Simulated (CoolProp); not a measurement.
A single-stage vapour-compression cycle with the fluid: evaporating at 322.15 K (dew point), condensing at 367.15 K (bubble point), superheat 0 K, subcooling 2 K, compressor efficiency 0.85, no pressure losses. The same conditions are run with several fluids, on thermodynamics alone (safety and materials aside).

Model: reference Helmholtz-energy equation of state of each fluid (benzene: Thol 2012; R21: Platzer 1990; propyne: Polt 1992; R142b: Lemmon 2006; n-hexane: Thol 2019; R365MFC: Lemmon 2016), in CoolProp. The equations of Platzer and Polt are older, rougher fits.

| fluid | cooling COP | pressure ratio | discharge temperature (K) | refrigerating effect (kJ/kg) | volumetric capacity (kJ/m³) |
|---|---|---|---|---|---|
| benzene | 5.41 | 4.38 | 374.9 | 336 | 347 |
| R21 | 5.15 | 3.04 | 385.4 | 167 | 2720 |
| propyne | 4.59 | 2.69 | 382.3 | 300 | 5990 |
| R142b | 4.52 | 2.77 | 370.3 | 121 | 3540 |
| n-hexane | 4.94 | 4.04 | 367.2 | 243 | 420 |
| R365MFC | 4.72 | 3.68 | 367.1 | 120 | 969 |

The compression ends wet for: n-hexane; R365MFC.
